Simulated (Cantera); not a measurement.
Predominance diagram of Ca at 477 °C against the partial pressures of O₂ and Br₂ (log10, bar). Cantera with NASA thermochemical tables; ideal gases at 1 bar, condensed phases pure. Candidates: Ca(s), CaBr₂(s), CaO(s). Only these pure phases compete in this equilibrium. Not in the tables: oxide halides.

```
log p(Br₂) \ log p(O₂)
        columns: -52, -49.6, -47.3, -44.9, -42.5, -40.2, -37.8, -35.5, -33.1, -30.7, -28.4, -26, -23.6, -21.3, -18.9, -16.5, -14.2, -11.8, -9.5, -7.1, -4.7, -2.4, 0
      0  A A A A A A A A A A A A A A A A A A A A A A A
   -3.2  A A A A A A A A A A A A A A A A A A A A A A B
   -6.5  A A A A A A A A A A A A A A A A A A A A B B B
   -9.8  A A A A A A A A A A A A A A A A A B B B B B B
    -13  A A A A A A A A A A A A A A B B B B B B B B B
  -16.2  A A A A A A A A A A A B B B B B B B B B B B B
  -19.5  A A A A A A A A A B B B B B B B B B B B B B B
  -22.8  A A A A A A B B B B B B B B B B B B B B B B B
    -26  A A A B B B B B B B B B B B B B B B B B B B B
```

A: CaBr₂(s); B: CaO(s).
